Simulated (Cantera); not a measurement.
Adiabatic ignition

An adiabatic, constant-pressure homogeneous reactor starts with CH3OH : O2 : N2 : H2 = 1 : 1.65 : 7.25 : 0.043 (molar parts), at 1325 K and 4.84 atm.

Cantera simulation using GRI-Mech 3.0 (53 species, 325 reactions); the numbers are that mechanism's predictions, not measurements. GRI-Mech 3.0 was tuned for natural gas; its chemistry of methanol as a main component is partial and can be far from experiment.

| t (s) | T (K) | x CH3OH | x O2 | x C2H2 | x CH4 | x HCN | x NO2 |
|---|---|---|---|---|---|---|---|
| 2.00e-6 | 1325 | 0.101 | 0.166 | <1e-12 | 5.32e-8 | <1e-12 | <1e-12 |
| 9.28e-6 | 1325 | 0.101 | 0.166 | <1e-12 | 7.37e-7 | <1e-12 | <1e-12 |
| 4.31e-5 | 1325 | 0.101 | 0.166 | <1e-12 | 5.00e-6 | <1e-12 | <1e-12 |
| 0.000200 | 1326 | 0.0998 | 0.166 | <1e-12 | 2.00e-5 | <1e-12 | <1e-12 |
| 0.000928 | 2664 | <1e-12 | 0.0207 | <1e-12 | <1e-12 | 2.70e-10 | 1.31e-6 |
| 0.00431 | 2654 | <1e-12 | 0.0184 | <1e-12 | <1e-12 | 5.47e-10 | 3.90e-6 |
| 0.0200 | 2653 | <1e-12 | 0.0183 | <1e-12 | <1e-12 | 5.66e-10 | 4.06e-6 |
| 0.0928 | 2653 | <1e-12 | 0.0183 | <1e-12 | <1e-12 | 5.66e-10 | 4.06e-6 |
| 0.431 | 2653 | <1e-12 | 0.0183 | <1e-12 | <1e-12 | 5.66e-10 | 4.06e-6 |
| 2.00 | 2653 | <1e-12 | 0.0183 | <1e-12 | <1e-12 | 5.66e-10 | 4.06e-6 |
x: mole fraction; the columns are a selection and need not sum to one.

```yaml
time_of_steepest_temperature_rise: 0.413 ms
temperature at 2.00 s: 2653 K
equilibrium_temperature: 2653 K
x(CH3OH) at 2.00 s: <1e-12 (gas-phase equilibrium <1e-12)
x(O2) at 2.00 s: 0.0183 (gas-phase equilibrium 0.0183)
x(C2H2) at 2.00 s: <1e-12 (gas-phase equilibrium <1e-12)
```
